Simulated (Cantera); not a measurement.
A closed system holds: 1 mol SiC, 0.014 mol C, 4.3 mol H2, at 2075 °C and 0.0100 bar.

These are equilibrium values from Cantera (NASA tables, ideal gas, pure condensed phases), not measurements of a reactor. Candidate condensed phases: C, C6H6, C7H8, C8H18, Si, SiC; 87 gas species. Gases not in the tables: Si2H6 and higher silanes. Equilibrium is a limit: real reactors are often held back by kinetics, nucleation or transport.

Task: What is the equilibrium state?

Result: 
* **x(H2)**: 0.851
* **x(H)**: 0.114
* **x(Si)**: 0.0232
* **x(C2H2 (acetylene))**: 0.00466
* **x(SiC2)**: 0.00376
* **x(Si2C)**: 0.00218
* **x(SiH)**: 0.000722
* **x(Si2)**: 7.96e-5
* **x(SiH2)**: 7.95e-5
* **n(C(graphite))**: 0.0757 mol
* **n(SiC(s))**: 0.848 mol
* **gas amount**: 4.708 mol
* **log10 activity of Si(l) (absent)**: -0.79
